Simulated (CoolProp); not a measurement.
The numbers come from the reference Helmholtz-energy equation of state, Thol 2015 in CoolProp.

Give the vapour pressure (MPa), enthalpy of vaporisation (kJ/kg), vapour Z of saturated 1,2-dichloroethane at 312.6 K.


```
T (K)  p (MPa)  enthalpy of vaporisation (kJ/kg)  vapour Z
-----  -------  --------------------------------  --------
312.6   0.0202                               347     0.991
```
